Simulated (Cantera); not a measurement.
An isothermal, constant-pressure homogeneous reactor starts with CH₄ : H₂ : O₂ = 0.0049 : 1 : 0.0023 (molar parts), at 2273 K and 1330 Pa.

Computed with Cantera and GRI-Mech 3.0 (53 species, 325 reactions). Radical loss at walls, strong at low pressure, is not modelled.

### Question
Predict: x(CH₄) at 1.00 s; x(H₂) at 1.00 s; x(CO) at 1.00 s.

### Answer
```json
{
  "x(CH₄) at 1.00 s": "1.84e-5 (gas-phase equilibrium 5.17e-7)",
  "x(H₂) at 1.00 s": "0.938 (gas-phase equilibrium 0.925)",
  "x(CO) at 1.00 s": "0.00368 (gas-phase equilibrium 0.00437)"
}
```
